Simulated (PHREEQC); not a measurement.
0.029 g of hydrous ferric oxide (600 m²/g; 0.2 weak and 0.005 strong sites per Fe, Dzombak-Morel constants, diffuse double layer) in 1 kg of water with 0.3 mol/kgw of an inert sodium salt and 0.073 mmol/kgw H3BO3, at 25 °C; the pH is set by adding NaOH or the inert anion's acid. Oxygen alone is held at its pressure in air (log pO2 = -0.68). No CO2 enters from the air. Precipitation was switched off in this run.

Computed with PHREEQC (ion-association model, wateq4f.dat).

| pH | B sorbed (%) | surface charge σ (C/m²) | surface potential ψ (mV) |
|---|---|---|---|
| 4 | 0.0 | 0.349 | 123 |
| 4.67 | 0.0 | 0.303 | 116 |
| 5.33 | 0.0 | 0.231 | 102 |
| 6 | 0.0 | 0.154 | 83 |
| 6.67 | 0.0 | 0.091 | 59 |
| 7.33 | 0.0 | 0.044 | 33 |
| 8 | 0.0 | 0.006 | 5 |
| 8.67 | 0.0 | -0.031 | -24 |
| 9.33 | 0.0 | -0.074 | -51 |
| 10 | 0.0 | -0.132 | -75 |
| 10.67 | 0.0 | -0.205 | -96 |
| 11.33 | 0.0 | -0.282 | -112 |
| 12 | 0.0 | -0.339 | -120 |
